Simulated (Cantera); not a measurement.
Charge: 1 mol CH₃OH, 3.7 mol H₂, 0.19 mol H₂O, held at 1.33 mbar.

Method: chemical equilibrium by Gibbs-energy minimisation in Cantera with the NASA 1993 tables (ideal gas, pure condensed phases). Candidate condensed phases: C, C₆H₆, C₇H₈, C₈H₁₈, H₂O; 131 gas species. Ions and electrons are included (thermal ionisation). Rates play no part.

Q: At 5000 K, list the 6 most abundant gas species with their mole fractions, and the condensed phases.

A: H 0.869, O 0.0570, C 0.0426, CO 0.0308, e- 0.000341, C+ 0.000317. Condensed: gas only.
